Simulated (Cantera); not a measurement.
Mixture: CH4 : O2 : N2 : CO2 = 1 : 1.82 : 6.84 : 1.7 (molar parts), at 7.70 bar, adiabatic and at constant pressure. Ignition delay is the time to a rise of 400 K.

Cantera simulation using GRI-Mech 3.0 (53 species, 325 reactions); the numbers are that mechanism's predictions, not measurements.

**Question.** What does this change do: pressure from 7.70 bar to 5.00 bar?

**Answer.** 
```
quantity                                                before       after
--------------------------------------------------  ----------  ----------
delay at 1050 K                                        60.9 ms     0.102 s
delay at 1100 K                                        29.7 ms     49.3 ms
delay at 1150 K                                        15.3 ms     25.0 ms
delay at 1200 K                                        8.17 ms     13.1 ms
delay at 1250 K                                        4.51 ms     7.10 ms
delay at 1300 K                                        2.55 ms     3.94 ms
delay at 1350 K                                        1.48 ms     2.24 ms
apparent activation energy between 1250 and 1350 K  160 kJ/mol  160 kJ/mol
```

**Question.** What does this change do: N2 6.84 to 9.9 parts?

**Answer.** 
```
quantity                                                before       after
--------------------------------------------------  ----------  ----------
delay at 1050 K                                        60.9 ms     79.7 ms
delay at 1100 K                                        29.7 ms     39.2 ms
delay at 1150 K                                        15.3 ms     20.3 ms
delay at 1200 K                                        8.17 ms     11.0 ms
delay at 1250 K                                        4.51 ms     6.08 ms
delay at 1300 K                                        2.55 ms     3.45 ms
delay at 1350 K                                        1.48 ms     2.00 ms
apparent activation energy between 1250 and 1350 K  160 kJ/mol  160 kJ/mol
```
